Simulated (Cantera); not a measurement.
An isothermal plug-flow reactor at 925 K and 500000 Pa (inlet), inlet velocity 1 m/s, active area per volume 410 1/m; feed CO : O₂ : N₂ : H₂O = 0.0039 : 0.2 : 0.79 : 0.085 (molar parts), equivalence ratio 0.0097.

Model: Deutschmann's 1995 Pt surface mechanism with GRI-Mech 3.0 gas chemistry, integrated in Cantera. Catalytic surfaces can have several steady states; this one follows from the mechanism file's or the stated starting coverage. Mass transfer to the wall is taken as infinitely fast.

Question: What does this change do: temperature 925 to 775 K?

Answer: 
```tsv
quantity	before	after
x(CO) at z = 0.075 m	<1e-12	0.00130
x(O₂) at z = 0.075 m	0.184	0.184
x(H₂O) at z = 0.075 m	0.0789	0.0789
x(CO₂) at z = 0.075 m	0.00362	0.00232
θ(free Pt) at the exit	0.0553	0.00974
θ(O*) at the exit	0.936	0.983
θ(OH*) at the exit	0.00854	0.00753
```
